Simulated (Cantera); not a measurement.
Input: 1 mol PH₃, 0.067 mol H₂, equilibrated at 1298.15 K and 340000 Pa.

Cantera equilibrium calculation (NASA polynomials, part measured and part estimated; ideal gas, pure solids and liquids). Candidate condensed phases: P; 7 gas species. Kinetics and transport are ignored.

Base state: H₂ 0.843, P₄ 0.113, P₂ 0.0427, PH₃ 0.000921 (mole fractions); condensed: gas only.

Task: What changes in the equilibrium state with this change: temperature from 1298.15 K to 2300 K?

Result: 
```json
[
 {"species": "H₂", "before": "0.843", "after": "0.754"},
 {"species": "P₂", "before": "0.0427", "after": "0.239"},
 {"species": "H", "before": "5.35e-7", "after": "0.00456"},
 {"species": "P₄", "before": "0.113", "after": "0.000534"},
 {"species": "P", "before": "1.46e-8", "after": "0.000775"},
 {"species": "PH", "before": "5.62e-7", "after": "0.000923"}
]
```

Task: What changes in the equilibrium state with this change: pressure from 340000 Pa to 2.90e7 Pa?

Result: 
```tsv
species	before	after
H₂	0.843	0.838
P₄	0.113	0.131
PH₃	0.000921	0.0265
P₂	0.0427	0.00497
```
The ideal-gas law is rough above about 30 bar.
